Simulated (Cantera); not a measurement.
Input: 1 mol MgF2, 0.16 mol HF, a varied amount of N2, at 3.70e-6 bar.

These are equilibrium values from Cantera (NASA tables, ideal gas, pure condensed phases), not measurements of a reactor. Candidate condensed phases: Mg, MgF2; 28 gas species. Rates play no part.

Problem. What condenses at these points (T in K, n(N2) in mol): (1450, 3); (925, 1.1); (1375, 3); (1075, 0.14)?

Solution. 
```csv
T (K),n(N2) in mol,condensed phases,Mg condensed (%)
1450,3,gas only,0.0
925,1.1,MgF2,100.0
1375,3,gas only,0.0
1075,0.14,MgF2,100.0
```
